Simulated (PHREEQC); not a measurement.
1 kg of water holding 0.0037 mol/kgw KCl and 0.025 mol/kgw KHCO3 is evaporated at 20 °C; the solids stay in contact with the brine. CO2 is held at log p = -3.4 (atm). The run lets Kalicinite, Sylvite precipitate or redissolve, and no other solid.

Base run: PHREEQC, Pitzer model, pitzer.dat. Each further column changes one thing. The table gives ionic strength.

```tsv
H2O removed (mol)	base	temperature from 20 to 75 °C	temperature from 20 to 50 °C
0	0.0318	0.0347	0.0337
24.69	0.0597	0.0650	0.0633
41.44	0.138	0.149	0.145
47.7	0.259	0.274	0.270
51.94	0.589	0.614	0.607
53.53	1.08	1.12	1.11
54.41	1.97	2.02	2.00
55.01	4.32	4.39	4.37
55.23	7.67	7.79	7.76
```

 Constants without temperature data keep their 25 °C values here.
